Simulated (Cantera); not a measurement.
## Silicon epitaxy and polysilicon growth: Si₂Cl₆ + N₂

Feed: 1 mol Si₂Cl₆, a varied amount of N₂, held at 1275 °C and 5.30 mbar.

These are equilibrium values from Cantera (NASA tables, ideal gas, pure condensed phases), not measurements of a reactor. Candidate condensed phases: Si, Si₃N₄; 13 gas species. The feed counts by its element totals alone. The tables' values for SiCl₃ are old estimates; treat these amounts as uncertain. Equilibrium is a limit: real reactors are often held back by kinetics, nucleation or transport.

From 26 mol N₂ to 180 mol N₂ nothing is condensed. The main Si-bearing gas is SiCl₂ throughout.

| n(N₂) (mol) | x N₂ | x SiCl₂ | x SiCl₄ | x SiCl₃ | x Cl | x Cl₂ | x SiCl | x Si |
|---|---|---|---|---|---|---|---|---|
| 26 | 0.927 | 0.0282 | 0.0267 | 0.0164 | 0.00147 | 1.78e-6 | 4.20e-7 | 2.72e-9 |
| 32 | 0.940 | 0.0233 | 0.0219 | 0.0135 | 0.00146 | 1.76e-6 | 3.50e-7 | 2.27e-9 |
| 39 | 0.950 | 0.0195 | 0.0180 | 0.0112 | 0.00145 | 1.74e-6 | 2.94e-7 | 1.92e-9 |
| 47 | 0.958 | 0.0164 | 0.0150 | 0.00937 | 0.00144 | 1.71e-6 | 2.49e-7 | 1.64e-9 |
| 57 | 0.965 | 0.0137 | 0.0123 | 0.00778 | 0.00142 | 1.68e-6 | 2.11e-7 | 1.40e-9 |
| 68 | 0.970 | 0.0117 | 0.0103 | 0.00655 | 0.00141 | 1.65e-6 | 1.81e-7 | 1.21e-9 |
| 83 | 0.975 | 0.00975 | 0.00835 | 0.00539 | 0.00139 | 1.61e-6 | 1.53e-7 | 1.04e-9 |
| 100 | 0.979 | 0.00823 | 0.00686 | 0.00449 | 0.00137 | 1.56e-6 | 1.31e-7 | 9.03e-10 |
| 120 | 0.982 | 0.00699 | 0.00563 | 0.00375 | 0.00135 | 1.51e-6 | 1.13e-7 | 7.91e-10 |
| 150 | 0.986 | 0.00573 | 0.00441 | 0.00300 | 0.00132 | 1.44e-6 | 9.48e-8 | 6.80e-10 |
| 180 | 0.988 | 0.00488 | 0.00359 | 0.00250 | 0.00129 | 1.38e-6 | 8.26e-8 | 6.06e-10 |
x: gas mole fraction; nothing condenses.
